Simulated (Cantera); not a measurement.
# Iron carbonyl, mercury and lead vapours: HgO + H₂

Charge: 1 mol HgO, 0.11 mol H₂, equilibrated at 1.00 bar.

Cantera equilibrium calculation (NASA polynomials, part measured and part estimated; ideal gas, pure solids and liquids). Candidate condensed phases: H₂O, Hg, HgO; 10 gas species. Kinetics and transport are ignored.

```json
[
 {"T (K)": "650", "x Hg": "0.502", "x H₂O": "0.495", "x O₂": "0.00312", "x OH": "2.46e-12", "x O": "<1e-12", "x H₂": "<1e-12", "x HO₂": "<1e-12", "n HgO(s)": "0.889"},
 {"T (K)": "725", "x Hg": "0.643", "x H₂O": "0.0707", "x O₂": "0.286", "x OH": "6.37e-11", "x O": "<1e-12", "x H₂": "<1e-12", "x HO₂": "2.31e-12", "n HgO(s)": "0"},
 {"T (K)": "800", "x Hg": "0.643", "x H₂O": "0.0707", "x O₂": "0.286", "x OH": "7.93e-10", "x O": "<1e-12", "x H₂": "<1e-12", "x HO₂": "1.82e-11", "n HgO(s)": "0"},
 {"T (K)": "875", "x Hg": "0.643", "x H₂O": "0.0707", "x O₂": "0.286", "x OH": "6.41e-9", "x O": "1.10e-12", "x H₂": "<1e-12", "x HO₂": "1.01e-10", "n HgO(s)": "0"},
 {"T (K)": "950", "x Hg": "0.643", "x H₂O": "0.0707", "x O₂": "0.286", "x OH": "3.74e-8", "x O": "1.70e-11", "x H₂": "2.41e-12", "x HO₂": "4.27e-10", "n HgO(s)": "0"},
 {"T (K)": "1025", "x Hg": "0.643", "x H₂O": "0.0707", "x O₂": "0.286", "x OH": "1.68e-7", "x O": "1.77e-10", "x H₂": "2.39e-11", "x HO₂": "1.46e-9", "n HgO(s)": "0"},
 {"T (K)": "1100", "x Hg": "0.643", "x H₂O": "0.0707", "x O₂": "0.286", "x OH": "6.18e-7", "x O": "1.33e-9", "x H₂": "1.74e-10", "x HO₂": "4.24e-9", "n HgO(s)": "0"},
 {"T (K)": "1175", "x Hg": "0.643", "x H₂O": "0.0707", "x O₂": "0.286", "x OH": "1.92e-6", "x O": "7.81e-9", "x H₂": "9.88e-10", "x HO₂": "1.07e-8", "n HgO(s)": "0"},
 {"T (K)": "1250", "x Hg": "0.643", "x H₂O": "0.0707", "x O₂": "0.286", "x OH": "5.22e-6", "x O": "3.70e-8", "x H₂": "4.56e-9", "x HO₂": "2.43e-8", "n HgO(s)": "0"},
 {"T (K)": "1325", "x Hg": "0.643", "x H₂O": "0.0707", "x O₂": "0.286", "x OH": "1.27e-5", "x O": "1.47e-7", "x H₂": "1.77e-8", "x HO₂": "5.03e-8", "n HgO(s)": "0"},
 {"T (K)": "1400", "x Hg": "0.643", "x H₂O": "0.0707", "x O₂": "0.286", "x OH": "2.80e-5", "x O": "5.06e-7", "x H₂": "5.97e-8", "x HO₂": "9.62e-8", "n HgO(s)": "0"},
 {"T (K)": "1475", "x Hg": "0.643", "x H₂O": "0.0707", "x O₂": "0.286", "x OH": "5.70e-5", "x O": "1.54e-6", "x H₂": "1.78e-7", "x HO₂": "1.72e-7", "n HgO(s)": "0"},
 {"T (K)": "1550", "x Hg": "0.643", "x H₂O": "0.0707", "x O₂": "0.286", "x OH": "0.000108", "x O": "4.19e-6", "x H₂": "4.78e-7", "x HO₂": "2.92e-7", "n HgO(s)": "0"}
]
```
x: gas mole fraction; n: condensed amount in mol.

At 650 K the condensed part is HgO(s). From 725 K to 1550 K nothing is condensed. The main Hg-bearing gas is Hg throughout.
